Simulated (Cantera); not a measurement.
A freely propagating, adiabatic, planar premixed flame of 8.20 % CH₄, 19.3 % O₂, 72.5 % N₂, unburnt at 573 K and 495 Torr; mixture-averaged transport, grid criteria slope 0.08 and curve 0.16, no radiation.

Detailed kinetics in Cantera: GRI-Mech 3.0 (53 species, 325 reactions). Burning velocities carry a grid error of a few per cent, more on coarse grids.

x: mole fraction of selected species; z is measured from the peak of heat release.

| z (mm) | T (K) | u (m/s) | x CH₄ | x O₂ | x C₂H | x O | x CH₂O | x H₂ |
|---|---|---|---|---|---|---|---|---|
| -1.52 | 573 | 1.19 | 0.0819 | 0.192 | <1e-8 | <1e-8 | 8.63e-8 | 0.000621 |
| -1.01 | 574 | 1.20 | 0.0817 | 0.192 | <1e-8 | <1e-8 | 1.44e-6 | 0.00186 |
| -0.759 | 579 | 1.21 | 0.0812 | 0.192 | <1e-8 | <1e-8 | 8.83e-6 | 0.00344 |
| -0.506 | 619 | 1.30 | 0.0784 | 0.188 | <1e-8 | 1.94e-7 | 8.01e-5 | 0.00674 |
| -0.253 | 933 | 1.98 | 0.0586 | 0.163 | <1e-8 | 1.75e-5 | 0.000603 | 0.0128 |
| -0.127 | 1308 | 2.80 | 0.0333 | 0.127 | <1e-8 | 0.000169 | 0.000975 | 0.0160 |
| 0 | 1674 | 3.61 | 0.00847 | 0.0827 | 6.90e-8 | 0.00125 | 0.000706 | 0.0161 |
| 0.127 | 1825 | 3.93 | … | … | … | … | … | … |
| 0.253 | 1868 | 4.01 | 3.17e-5 | 0.0470 | <1e-8 | 0.00572 | 6.41e-6 | 0.00971 |
| 0.506 | 1917 | 4.09 | 8.77e-8 | 0.0417 | <1e-8 | 0.00596 | 1.95e-8 | 0.00906 |
| 1.01 | 1981 | 4.21 | <1e-8 | 0.0386 | <1e-8 | … | <1e-8 | … |
| 2.02 | 2058 | 4.35 | <1e-8 | 0.0361 | <1e-8 | 0.00374 | <1e-8 | 0.00664 |
| 4.05 | 2132 | 4.49 | <1e-8 | 0.0337 | <1e-8 | 0.00241 | <1e-8 | 0.00468 |

Question: What belongs in the gaps?

Answer: 
- 0.127, x CH₄: 0.000714
- 0.127, x O₂: 0.0564
- 0.127, x C₂H: 4.31e-8
- 0.127, x O: 0.00409
- 0.127, x CH₂O: 0.000120
- 0.127, x H₂: 0.0120
- 1.01, x O: 0.00512
- 1.01, x H₂: 0.00832
